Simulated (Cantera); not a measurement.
A closed system holds: 1 mol SiC, a varied amount of O2, 13 mol H2, equilibrated at 2150 K and 3.10 bar.

Method: chemical equilibrium by Gibbs-energy minimisation in Cantera with the NASA 1993 tables (ideal gas, pure condensed phases). Candidate condensed phases: C, C6H6, C7H8, C8H18, H2O, Si, SiC, SiO2; 123 gas species. Gases not in the tables: Si2H6 and higher silanes. The numbers say what is thermodynamically allowed, not how fast it happens.

Question: What share of the Si ends up in condensed phases as a function of n(O2) (mol), at 0.044, 0.077, 0.11, 0.14, 0.18, 0.21, 0.24, 0.27, 0.31, 0.34?

Answer: 
```tsv
n(O2) (mol)	Si condensed (%)	as
0.044	95.3	SiC(s)
0.077	92.0	SiC(s)
0.11	88.7	SiC(s)
0.14	85.7	SiC(s)
0.18	81.7	SiC(s)
0.21	78.7	SiC(s)
0.24	75.7	SiC(s)
0.27	72.7	SiC(s)
0.31	68.7	SiC(s)
0.34	65.7	SiC(s)
```
